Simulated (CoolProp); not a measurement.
Computed with CoolProp (reference Helmholtz-energy equation of state, Thol 2016).

Question: For R1234ze(E), give the phase and the density (kg/m³), cp (kJ/(kg K)), cv (kJ/(kg K)) at 146.85 °C and 1210 kPa; 146.85 °C and 2420 kPa; 146.85 °C and 3630 kPa.

Answer: 
- 146.85 °C and 1210 kPa: gas; density 43.3, cp 1.12, cv 1.00
- 146.85 °C and 2420 kPa: gas; density 96.9, cp 1.22, cv 1.03
- 146.85 °C and 3630 kPa: gas; density 168, cp 1.41, cv 1.06
